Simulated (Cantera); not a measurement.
Feed: 1 mol B2H6, 5.2 mol NH3, 0.11 mol H2, at 2050 K and 0.00730 bar.

Cantera equilibrium calculation (NASA polynomials, part measured and part estimated; ideal gas, pure solids and liquids). Candidate condensed phases: B, BN; 15 gas species. The feed counts by its element totals alone. The tables' values for BH2 are old estimates; treat these amounts as uncertain. Rates play no part.

Base state: H2 0.849, N2 0.126, H 0.0245, BH2 0.000270, B 2.11e-5 (mole fractions); condensed: BN(s).

What changes in the equilibrium state with this change: temperature from 2050 K to 1448 K?


| species | before | after |
|---|---|---|
| H2 | 0.849 | 0.872 |
| N2 | 0.126 | 0.128 |
| H | 0.0245 | 0.000101 |
| BH2 | 0.000270 | 5.81e-9 |
| B | 2.11e-5 | <1e-9 |
| BN(s), mol | 2.00 | 2.00 |
